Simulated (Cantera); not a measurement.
Charge: 1 mol B₂O₃, 28 mol NH₃, held at 2200 K and 10.0 mbar.

Equilibrium computed with Cantera from the NASA thermochemical tables; the gas is ideal and each condensed phase is pure. Candidate condensed phases: B, BN, B₂O₃, B₃O₃H₃, H₂O; 39 gas species. The numbers say what is thermodynamically allowed, not how fast it happens.

**Question.** What is the equilibrium state?

**Answer.** 
```
Property                            Result
-------------------------------  ---------
x(H₂)                                0.677
x(N₂)                                0.239
x(H)                                0.0463
x(HBO)                              0.0110
x(BO)                              0.00918
x(HBO₂)                            0.00909
x(H₂O)                             0.00582
x(B₂O₃)                            0.00198
x(B₂O₂)                           0.000373
gas amount                       58.63 mol
log10 activity of B(s) (absent)      -3.70
```
